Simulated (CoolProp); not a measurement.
Saturation properties of R141b.

The numbers come from the reference Helmholtz-energy equation of state, Lemmon 2006 in CoolProp. It is a short technical equation, of lower accuracy than the large ones.

```csv
T (K),p (bar),liquid density (kg/m³),liquid cp (kJ/(kg K)),surface tension (mN/m),liquid viscosity (µPa s)
339.3,2.927,1150,1.221,13.3,263
350.5,3.941,1126,1.244,12.0,236
361.8,5.212,1100,1.269,10.7,211
373,6.750,1073,1.298,9.44,190
384.2,8.602,1045,1.331,8.23,171
395.5,10.82,1014,1.370,7.03,153
406.7,13.42,982.3,1.416,5.89,137
418,16.47,947.1,1.476,4.77,122
429.2,19.96,908.6,1.555,3.71,109
```

It boils at 305.2 K under 1 atm.

Viscosity comes from a separate model (Huber 2003), an estimate that may be off by 10 % or more. Surface tension comes from a separate correlation (Mulero 2012).
